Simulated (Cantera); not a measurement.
Charge: 1 mol SiH4, 0.061 mol HCl, 1.5 mol H2, at 2300 K and 2.20 mbar.

Cantera equilibrium calculation (NASA polynomials, part measured and part estimated; ideal gas, pure solids and liquids). Candidate condensed phases: Si; 19 gas species. The tables' values for SiCl are old estimates; treat these amounts as uncertain. Gases not in the tables: Si2H6 and higher silanes. Kinetics and transport are ignored.

Base state: H2 0.626, Si 0.194, H 0.163, HCl 0.00941, SiH 0.00265, Cl 0.00177, Si2 0.00172, SiCl 0.000916 (mole fractions); condensed: gas only.

Task: What changes in the equilibrium state with this change: pressure from 2.20 mbar to 1.33 mbar?

Result: 
| species | before | after |
|---|---|---|
| H2 | 0.626 | 0.589 |
| H | 0.163 | 0.203 |
| Si | 0.194 | 0.192 |
| Si3 | 0.000148 | 5.25e-5 |
| SiH2 | 0.000134 | 7.56e-5 |
| SiCl2 | 0.000114 | 6.59e-5 |
